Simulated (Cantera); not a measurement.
**Ammonia decomposition in nitride growth gas**

An isothermal, constant-pressure homogeneous reactor starts with 88.5 % NH3, 11.5 % N2, at 2025 K and 1700 Pa.

Cantera simulation using the gas-phase N/H chemistry of the illustrative SiF4/NH3 mechanism in the Surface Chemkin manual (1991); the numbers are that mechanism's predictions, not measurements. Walls and surfaces, which speed up NH3 decomposition in real reactors, are not modelled.

```
t (s)      x NH3       x H      x NH     x NH2    x N2H4   x N2       x N
--------  ------  --------  --------  --------  --------  -----  --------
1.00e-6    0.885   1.75e-7    <1e-12   2.42e-7    <1e-12  0.115    <1e-12
5.24e-6    0.885   4.90e-7  4.92e-12   1.70e-6    <1e-12  0.115    <1e-12
2.75e-5    0.885   5.76e-7  2.70e-10   1.09e-5    <1e-12  0.115    <1e-12
0.000144   0.885   5.76e-7   1.23e-8   5.96e-5  2.16e-11  0.115  3.03e-12
0.000756   0.884   6.23e-7   5.99e-7  0.000313  6.25e-10  0.115  6.30e-10
0.00397    0.882   2.30e-6   8.67e-6   0.00144   1.34e-8  0.115   1.81e-8
0.0208     0.859   1.76e-5   1.70e-5   0.00196   2.48e-8  0.120   1.84e-7
0.109      0.746   8.30e-5   2.29e-5   0.00161   1.67e-8  0.143   8.27e-7
0.572      0.392  0.000331   2.29e-5  0.000969   6.06e-9  0.215   1.60e-6
3.00      0.0422   0.00110   1.05e-5  0.000203  2.65e-10  0.287   1.64e-6
```
x: mole fraction; the columns are a selection and need not sum to one.

Equilibrium at this temperature and pressure: NH3 1.02e-7, H 0.0124, NH 3.08e-9, NH2 5.36e-9, N2H4 <1e-12, N2 0.294, N 5.33e-9 (gas phase only).
